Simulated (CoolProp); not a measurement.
Saturated liquid density (kg/m³) of R11: the reference equation beside estimates from Tc = 198.0 °C, pc = 44.08 bar, ω = 0.189. Rackett uses Z = 0.29056 − 0.08775 ω.

Model: reference Helmholtz-energy equation of state, Jacobsen 1992, in CoolProp.

```tsv
T (°C)	reference	Rackett	van der Waals	Soave-Redlich-Kwong	Peng-Robinson
44.85	1428	1443	901.1	1346	1524
51.75	1410	1425	890.2	1328	1504
58.65	1393	1407	879.0	1309	1483
65.45	1375	1389	867.6	1290	1461
72.35	1356	1370	855.8	1269	1439
79.15	1337	1351	843.7	1249	1416
86.05	1317	1331	831.1	1227	1391
92.85	1297	1311	818.2	1204	1366
```

Absolute difference from the reference over all 8 rows, mean and median: Rackett 1.0 and 1.0 %, van der Waals 36.9 and 36.9 %, Soave-Redlich-Kwong 6.3 and 6.3 %, Peng-Robinson 6.1 and 6.2 %.
